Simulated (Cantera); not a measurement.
Input: 1 mol B2O3, 200 mol H2, equilibrated at 133 Pa.

These are equilibrium values from Cantera (NASA tables, ideal gas, pure condensed phases), not measurements of a reactor. Candidate condensed phases: B, B2O3, B3O3H3, H2O; 23 gas species. Rates play no part.

At 1298 K, list the 7 most abundant gas species with their mole fractions, and the condensed phases.

H2 0.998, HBO 0.00102, HBO2 0.000845, B2O3 0.000132, H2O 0.000105, H 2.93e-5, B2O2 1.48e-5. Condensed: B2O3(l).
